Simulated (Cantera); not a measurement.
A closed system holds: 1 mol Si3N4, a varied amount of H2, held at 1.80 Pa.

Method: chemical equilibrium by Gibbs-energy minimisation in Cantera with the NASA 1993 tables (ideal gas, pure condensed phases). Candidate condensed phases: Si, Si3N4; 18 gas species. Mutual solubility and eutectic melting of coexisting phases are not modelled. The numbers say what is thermodynamically allowed, not how fast it happens.

Question: What condenses at these points (T in K, n(H2) in mol): (948, 28); (973, 13); (948, 4.6); (873, 3.5); (1073, 36)?

Answer: 
```
T (K)  n(H2) in mol  condensed phases  Si condensed (%)
-----  ------------  ----------------  ----------------
948              28             Si3N4             100.0
973              13             Si3N4             100.0
948             4.6             Si3N4             100.0
873             3.5             Si3N4             100.0
1073             36        Si + Si3N4             100.0
```
